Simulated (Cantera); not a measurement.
An adiabatic, constant-volume homogeneous reactor starts with CH4 : C2H6 : C3H8 : O2 : N2 = 1 : 0.049 : 0.17 : 1.51 : 16.6 (molar parts), equivalence ratio 2.0, at 1150 K and 7.70 atm. Integrator tolerance rtol = 1e-08.

Model: GRI-Mech 3.0 (53 species, 325 reactions), integrated in Cantera. GRI-Mech 3.0 was tuned for natural gas; its chemistry of propane as a main component is partial and can be far from experiment.

**Question.** What does this change do: initial temperature 1150 to 1500 K?

**Answer.** 
```tsv
quantity	before	after
time of steepest temperature rise	10.6 ms	0.119 ms
temperature at 7.00 s	1914 K	2246 K
equilibrium temperature	1914 K	2246 K
x(CH4) at 7.00 s	8.97e-9 (gas-phase equilibrium 9.90e-9)	8.62e-10 (gas-phase equilibrium 9.67e-10)
x(C2H6) at 7.00 s	<1e-12 (gas-phase equilibrium <1e-12)	<1e-12 (gas-phase equilibrium <1e-12)
x(C3H8) at 7.00 s	<1e-12 (gas-phase equilibrium <1e-12)	<1e-12 (gas-phase equilibrium <1e-12)
x(NO) at 7.00 s	4.37e-7 (gas-phase equilibrium 3.69e-7)	9.90e-6 (gas-phase equilibrium 9.90e-6)
x(N2O) at 7.00 s	8.11e-11 (gas-phase equilibrium 7.86e-11)	1.96e-9 (gas-phase equilibrium 1.96e-9)
```

**Question.** What does this change do: pressure from 7.70 atm to 1.78 atm?

**Answer.** 
| quantity | before | after |
|---|---|---|
| time of steepest temperature rise | 10.6 ms | 33.6 ms |
| temperature at 7.00 s | 1914 K | 1913 K |
| equilibrium temperature | 1914 K | 1913 K |
| x(CH4) at 7.00 s | 8.97e-9 (gas-phase equilibrium 9.90e-9) | 4.62e-10 (gas-phase equilibrium 5.29e-10) |
| x(C2H6) at 7.00 s | <1e-12 (gas-phase equilibrium <1e-12) | <1e-12 (gas-phase equilibrium <1e-12) |
| x(C3H8) at 7.00 s | <1e-12 (gas-phase equilibrium <1e-12) | <1e-12 (gas-phase equilibrium <1e-12) |
| x(NO) at 7.00 s | 4.37e-7 (gas-phase equilibrium 3.69e-7) | 9.75e-7 (gas-phase equilibrium 7.63e-7) |
| x(N2O) at 7.00 s | 8.11e-11 (gas-phase equilibrium 7.86e-11) | 8.24e-11 (gas-phase equilibrium 7.81e-11) |

**Question.** What does this change do: initial temperature 1150 to 1573 K?

**Answer.** 
```csv
quantity,before,after
time of steepest temperature rise,10.6 ms,62.1 µs
temperature at 7.00 s,1914 K,2316 K
equilibrium temperature,1914 K,2316 K
x(CH4) at 7.00 s,8.97e-9 (gas-phase equilibrium 9.90e-9),5.80e-10 (gas-phase equilibrium 6.51e-10)
x(C2H6) at 7.00 s,<1e-12 (gas-phase equilibrium <1e-12),<1e-12 (gas-phase equilibrium <1e-12)
x(C3H8) at 7.00 s,<1e-12 (gas-phase equilibrium <1e-12),<1e-12 (gas-phase equilibrium <1e-12)
x(NO) at 7.00 s,4.37e-7 (gas-phase equilibrium 3.69e-7),1.75e-5 (gas-phase equilibrium 1.75e-5)
x(N2O) at 7.00 s,8.11e-11 (gas-phase equilibrium 7.86e-11),3.43e-9 (gas-phase equilibrium 3.43e-9)
```
